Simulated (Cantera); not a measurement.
Mixture: CO : H2 : CH4 : O2 : N2 = 1 : 0.074 : 0.3 : 1.28 : 4.8 (molar parts), equivalence ratio 0.89, at 100000 Pa, adiabatic and at constant pressure. Ignition delay is the time to a rise of 400 K.

Model: GRI-Mech 3.0 (53 species, 325 reactions), integrated in Cantera.

Q: What does this change do: CH4 0.3 to 0.12 parts?

A: 
```json
[
 {"quantity": "delay at 1248 K", "before": "2.11 ms", "after": "0.336 ms"},
 {"quantity": "delay at 1398 K", "before": "0.612 ms", "after": "0.166 ms"},
 {"quantity": "delay at 1548 K", "before": "0.233 ms", "after": "0.108 ms"},
 {"quantity": "delay at 1698 K", "before": "0.106 ms", "after": "85.2 µs"},
 {"quantity": "delay at 1848 K", "before": "54.1 µs", "after": "79.1 µs"}
]
```
Where the delays flatten at high temperature, the 400 K rule measures the pace of heat release, not the induction time.
